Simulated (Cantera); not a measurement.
Input (Python, Cantera):

```python
import numpy as np
import cantera as ct

gas = ct.Solution("gri30.yaml")
gas.TPX = 423, 100000, {'CH4': 1, 'O2': 1.43, 'N2': 11.4}
inlet = ct.Reservoir(gas, clone=True)
gas.equilibrate("HP")  # start burning
reactor = ct.IdealGasConstPressureReactor(gas, energy="on", clone=False)
exhaust = ct.Reservoir(gas, clone=True)
tau = [0.28, 0.084, 0.026, 0.0078, 0.0024, 0.00073, 0.00022, 6.8e-05, 2.1e-05, 6.3e-06][0]
for a, b in ((inlet, reactor), (reactor, exhaust)):
    ct.MassFlowController(a, b, mdot=lambda t: reactor.mass / tau)
net = ct.ReactorNet([reactor])
show = ['CH4', 'O2', 'C2H4', 'HCN', 'H', 'CH2']

rows = []
print(f"{'tau/s':>10s}{'T/K':>9s}" + "".join(f"{s:>11s}" for s in show))
for tau in [0.28, 0.084, 0.026, 0.0078, 0.0024, 0.00073, 0.00022, 6.8e-05, 2.1e-05, 6.3e-06]:
    net.initial_time = 0.0
    net.advance(30 * tau)
    before = gas.X
    net.advance(40 * tau)
    drift = np.max(np.abs(gas.X - before) / (gas.X + 1e-9))
    rows.append([gas.T, *gas[show].X, drift])
    print(f"{tau:10.3e}{gas.T:9.1f}" + "".join(f"{x:11.3e}" for x in gas[show].X))
```

Result:

```
     tau/s      T/K        CH4         O2       C2H4        HCN          H        CH2
 2.800e-01   1461.9  4.860e-03  2.482e-03  3.123e-04  4.574e-07  2.224e-05  8.120e-08
 8.400e-02   1421.0  5.786e-03  5.750e-03  6.046e-04  2.634e-07  3.121e-05  1.412e-07
 2.600e-02    423.0  7.231e-02  1.034e-01 -8.629e-17 -1.183e-20 -6.255e-35 -4.422e-35
 7.800e-03    423.0  7.231e-02  1.034e-01 -3.820e-17 -5.238e-21  1.244e-33  1.291e-34
 2.400e-03    423.0  7.231e-02  1.034e-01 -1.880e-20 -2.578e-24 -1.733e-35 -2.542e-36
 7.300e-04    423.0  7.231e-02  1.034e-01 -1.187e-21 -1.628e-25 -5.757e-37 -8.323e-38
 2.200e-04    423.0  7.231e-02  1.034e-01 -7.499e-23 -1.028e-26 -7.989e-38 -1.160e-38
 6.800e-05    423.0  7.231e-02  1.034e-01 -4.737e-24 -6.496e-28  2.526e-38  3.716e-39
 2.100e-05    423.0  7.231e-02  1.034e-01 -2.992e-25 -4.104e-29 -9.394e-39 -1.426e-39
 6.300e-06    423.0  7.231e-02  1.034e-01 -1.890e-26 -2.592e-30 -1.485e-39 -2.331e-40
```

Detailed kinetics in Cantera: GRI-Mech 3.0 (53 species, 325 reactions).
